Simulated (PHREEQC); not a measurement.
PHREEQC input (ion-association model, wateq4f.dat):

```
SOLUTION_MASTER_SPECIES
  An  An-  0  An  62.0  # stands for a non-complexing anion
SOLUTION_SPECIES
  An- = An-
    -log_k 0
    -gamma 3.0 0
PHASES
  Fix_H+
    H+ = H+
    -log_k 0
SOLUTION 1
  temp 25
  units mmol/kgw
  pH 7 charge
  Na 100
  An 100
END
SELECTED_OUTPUT 1
  -reset false
  -pH true
  -pe true
  -ionic_strength true
  -water true
  -totals Na
  -molalities Hfo_wOH Hfo_wOH2+ Hfo_wO- Hfo_sOH Hfo_sOH2+ Hfo_sO-
USER_PUNCH 1
  -headings sigma psi
  10 PUNCH EDL("sigma", "Hfo"), EDL("psi", "Hfo")
PRINT
  -reset false
USE solution 1
SURFACE 1
  Hfo_wOH 0.00337079 600 1.5
  Hfo_sOH 8.42697e-05
EQUILIBRIUM_PHASES 1
  Fix_H+ -4 HAn 10
    -force_equality true
  O2(g) -0.68 10
END
# ... the last block is repeated for the other 16 points of pH, with NaOH or the acid as the point needs
```

Selected output (columns that matter, 17 of 17 rows; pH added in front):

```
pH	mu	Na	m_Hfo_wOH	m_Hfo_wOH2+	m_Hfo_wO-	m_Hfo_sOH	m_Hfo_sOH2+	m_Hfo_sO-	sigma	psi
4	0.10162	0.1	0.00044532	0.0029239	1.5537e-06	1.1133e-05	7.3098e-05	3.8843e-08	0.32115	0.14628
4.5	0.10131	0.1	0.00087223	0.0024916	6.995e-06	2.1806e-05	6.2289e-05	1.7487e-07	0.27304	0.13808
5	0.10101	0.1	0.0013704	0.0019786	2.1744e-05	3.426e-05	4.9466e-05	5.4359e-07	0.21505	0.12603
5.5	0.10075	0.1	0.0018218	0.0014982	5.075e-05	4.5546e-05	3.7455e-05	1.2688e-06	0.15907	0.11091
6	0.10052	0.1	0.0021629	0.0011114	9.6427e-05	5.4073e-05	2.7786e-05	2.4107e-06	0.11154	0.093417
6.5	0.10035	0.1	0.0023846	0.00082905	0.00015713	5.9615e-05	2.0726e-05	3.9282e-06	0.073841	0.073876
7	0.10021	0.1	0.0025087	0.00063508	0.00022702	6.2717e-05	1.5877e-05	5.6755e-06	0.044844	0.052449
7.5	0.1001	0.1	0.0025673	0.00050379	0.00029971	6.4182e-05	1.2595e-05	7.4927e-06	0.022428	0.029414
8	0.10002	0.1	0.0025869	0.00040956	0.00037433	6.4673e-05	1.0239e-05	9.3581e-06	0.0038715	0.0053518
8.5	0.10007	0.10013	0.0025796	0.00033203	0.00045913	6.4491e-05	8.3008e-06	1.1478e-05	-0.013967	-0.018908
9	0.10017	0.10033	0.0025407	0.00025889	0.00057119	6.3517e-05	6.4723e-06	1.428e-05	-0.034321	-0.042484
9.5	0.10032	0.1006	0.0024493	0.00018716	0.0007343	6.1232e-05	4.679e-06	1.8357e-05	-0.060129	-0.064668
10	0.10057	0.101	0.0022741	0.00012149	0.00097517	5.6852e-05	3.0372e-06	2.4379e-05	-0.093817	-0.08505
10.5	0.10105	0.10169	0.0019858	6.863e-05	0.0013163	4.9645e-05	1.7158e-06	3.2907e-05	-0.13712	-0.10344
11	0.1022	0.10308	0.001575	3.2224e-05	0.0017635	3.9375e-05	8.056e-07	4.4087e-05	-0.19026	-0.11955
11.5	0.10533	0.10649	0.0010731	1.1539e-05	0.002286	2.6827e-05	2.8848e-07	5.7151e-05	-0.24997	-0.1326
12	0.1147	0.11613	0.00057258	2.6868e-06	0.0027953	1.4315e-05	6.7171e-08	6.9884e-05	-0.30692	-0.14087
```
